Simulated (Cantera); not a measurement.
Cantera run:

```python
import numpy as np
import cantera as ct

gas_names = """
    C CH CH2 CH3 CH2OH CH3O CH4 CH3OH CO CO2 COOH C2 C2H CHCO,ketyl C2H2,acetylene C2H2,vinylidene
    CH2CO,ketene C2H3,vinyl CH3CO,acetyl C2H4 C2H4O,ethylen CH3CHO,ethanal CH3COOH (HCOOH)2 C2H5 C2H6
    CH3OCH3 C2H5OH C2O C3 C3H3,propargyl C3H4,allene C3H4,propyne C3H4,cyclo- C3H5,allyl C3H6,propylene
    C3H6,cyclo- C3H6O C3H7,n-propyl C3H7,i-propyl C3H8 C3H8O,1propanol C3H8O,2propanol C3O2 C4 C4H2
    C4H4,1,3-cyclo- C4H6,butadiene C4H6,2-butyne C4H6,cyclo- C4H8,1-butene C4H8,cis2-buten
    C4H8,tr2-butene C4H8,isobutene C4H8,cyclo- (CH3COOH)2 C4H9,n-butyl C4H9,i-butyl C4H9,s-butyl
    C4H9,t-butyl C4H10,isobutane C4H10,n-butane C5 C5H6,1,3cyclo- C5H8,cyclo- C5H10,1-pentene
    C5H10,cyclo- C5H11,pentyl C5H11,t-pentyl C5H12,n-pentane C5H12,i-pentane CH3C(CH3)2CH3 C6H2
    C6H5,phenyl C6H5O,phenoxy C6H6 C6H5OH,phenol C6H10,cyclo- C6H12,1-hexene C6H12,cyclo- C6H13,n-hexyl
    C7H7,benzyl C7H8 C7H8O,cresol C7H14,1-heptene C7H15,n-heptyl C7H16,n-heptane C8H8,styrene
    C8H10,ethylbenz C8H16,1-octene C8H17,n-octyl C8H18,isooctane C8H18,n-octane C9H19,n-nonyl
    C10H8,naphthale C10H21,n-decyl C12H9,o-bipheny C12H10,bipheny H HCO HO2 H2 HCHO,formaldehy HCOOH H2O
    H2O2 O OH O2 O3
""".split()
cond_names = """
    C(gr) C6H6(L) C7H8(L) C8H18(L),n-octa H2O(s) H2O(L)
""".split()


def load(file, names, dense=False):
    # The tables refer to 1 bar. Condensed volumes are neglected.
    table = {s.name: s for s in ct.Species.list_from_file(file)}
    out = []
    for n in names:
        d = dict(table[n].input_data)
        d["thermo"] = dict(d["thermo"], **{"reference-pressure": 1e5})
        if dense:
            d["equation-of-state"] = {"model": "constant-volume", "density": "1e6 g/cm^3"}
        out.append(ct.Species.from_dict(d))
    return out


gas = ct.Solution(thermo="ideal-gas", species=load("nasa_gas.yaml", gas_names))
cond = {s.name: ct.Solution(thermo="fixed-stoichiometry", species=[s], name=s.name)
        for s in load("nasa_condensed.yaml", cond_names, dense=True)}
atoms = {
    'n-butane': {'C': 4, 'H': 10},
    'H2O': {'H': 2, 'O': 1},
    'H2': {'H': 2},
}
top_T = {'C(gr)': 4500}  # K; cautious upper limits of use, not melting points


def equilibrate(T, P, feed):
    n = {}
    for name, mol in feed.items():
        for a, k in atoms[name].items():
            n[a] = n.get(a, 0.0) + k * mol
    gas.TPX = T, P, n
    mass = sum(n.values()) * gas.mean_molecular_weight
    gas.equilibrate("TP")
    valid = [c for c in cond.values() if c.min_temp <= T <= top_T.get(c.name, c.max_temp)]
    mix = ct.Mixture([(gas, mass / gas.mean_molecular_weight)] + [(c, 0.0) for c in valid])
    mix.T, mix.P = T, P
    mix.equilibrate("TP", solver="vcs", rtol=1e-11, max_steps=5000)
    return mix


results = []
feed = {'n-butane': 1, 'H2O': 1.4, 'H2': 1.6}  # mol
P = 13332.2  # Pa
for T in [2298, 2373, 2448, 2523, 2598, 2673, 2748]:
    mix = equilibrate(T, P, feed)
    results.append((T, P, feed, dict(zip(mix.species_names, mix.species_moles))))

top = {s: max(r[3][s] / sum(r[3][g] for g in gas_names) for r in results) for s in gas_names}
cols = sorted((s for s in top if top[s] > 1e-05), key=lambda s: -top[s])[:8]
seen = [c for c in cond_names if any(r[3].get(c, 0) > 1e-12 for r in results)]
print("log10 of partial pressures in bar; condensed amounts in mol")
print(f"{'T/K':>10s}" + "".join(f"{s[:9]:>10s}" for s in cols + seen))
for T, P, feed, n in results:
    ng = sum(n[g] for g in gas_names)
    print(f"{T:10.4g}" + "".join(f"{np.log10(max(n[s] / ng * P / 1e5, 1e-99)):10.3f}" for s in cols)
          + "".join(f"{n.get(c, 0):10.4g}" for c in seen))
```

It prints:

```
log10 of partial pressures in bar; condensed amounts in mol
       T/K        H2         H        CO C2H2,acet       C2H      C4H2        C3 C2H2,viny     C(gr)
      2298    -0.958    -2.498    -1.707    -3.327    -6.214    -6.084    -7.793    -6.759     2.532
      2373    -0.964    -2.337    -1.710    -3.175    -5.816    -5.773    -7.209    -6.481     2.503
      2448    -0.973    -2.187    -1.713    -3.036    -5.443    -5.484    -6.663    -6.222     2.465
      2523    -0.983    -2.048    -1.717    -2.907    -5.095    -5.215    -6.150    -5.982     2.416
      2598    -0.997    -1.918    -1.722    -2.791    -4.769    -4.967    -5.667    -5.761     2.354
      2673    -1.015    -1.798    -1.729    -2.685    -4.463    -4.737    -5.213    -5.556     2.277
      2748    -1.037    -1.687    -1.737    -2.591    -4.178    -4.526    -4.784    -5.369     2.183
```

Equilibrium computed with Cantera from the NASA thermochemical tables; the gas is ideal and each condensed phase is pure.
